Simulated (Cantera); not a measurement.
A perfectly stirred reactor is fed with CH4 : CO2 = 0.53 : 0.35 (molar parts), at 3.55 atm; it is held at 1450 K, and followed from long to short residence time.

Cantera simulation using GRI-Mech 3.0 (53 species, 325 reactions); the numbers are that mechanism's predictions, not measurements.

Question: Predict: x(CH4) at τ = 14.0 s; x(CO2) at τ = 14.0 s; x(CH3) at τ = 14.0 s; x(C2H4) at τ = 14.0 s; x(CH2CO) at τ = 14.0 s; x(CH4) at τ = 0.220 s; x(CO2) at τ = 0.220 s; x(CH3) at τ = 0.220 s; x(C2H4) at τ = 0.220 s; x(CH2CO) at τ = 0.220 s.

Answer: 
| Quantity | Value |
|---|---|
| x(CH4) at τ = 14.0 s | 0.178 |
| x(CO2) at τ = 14.0 s | 0.0744 |
| x(CH3) at τ = 14.0 s | 3.47e-5 |
| x(C2H4) at τ = 14.0 s | 0.0260 |
| x(CH2CO) at τ = 14.0 s | 1.25e-5 |
| x(CH4) at τ = 0.220 s | 0.451 |
| x(CO2) at τ = 0.220 s | 0.332 |
| x(CH3) at τ = 0.220 s | 6.31e-5 |
| x(C2H4) at τ = 0.220 s | 0.0114 |
| x(CH2CO) at τ = 0.220 s | 2.75e-6 |
